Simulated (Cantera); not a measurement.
Charge: 1 mol CuO, 0.82 mol F₂, 1.9 mol N₂, at 1398 K and 13300 Pa.

Method: chemical equilibrium by Gibbs-energy minimisation in Cantera with the NASA 1993 tables (ideal gas, pure condensed phases). Candidate condensed phases: Cu, CuF₂, CuO, Cu₂O; 22 gas species. Mutual solubility and eutectic melting of coexisting phases are not modelled. Rates play no part.

Base state: N₂ 0.644, O₂ 0.163, CuF₂ 0.119, CuF 0.0735, NO 0.000571 (mole fractions); condensed: CuF₂(l) + Cu₂O(s).

Problem. What changes in the equilibrium state with this change: CuO replaced by MgO?

Solution. 
```
species         before     after
------------  --------  --------
N₂               0.644     0.822
O₂               0.163     0.177
NO            0.000571  0.000672
CuF₂             0.119         0
CuF             0.0735         0
MgF₂                 0   4.70e-5
CuF₂(l), mol     0.362         0
Cu₂O(s), mol    0.0358         0
MgF₂(s), mol         0     0.820
MgO(s), mol          0     0.180
```
Further candidate phases: Mg, MgF₂, MgO.
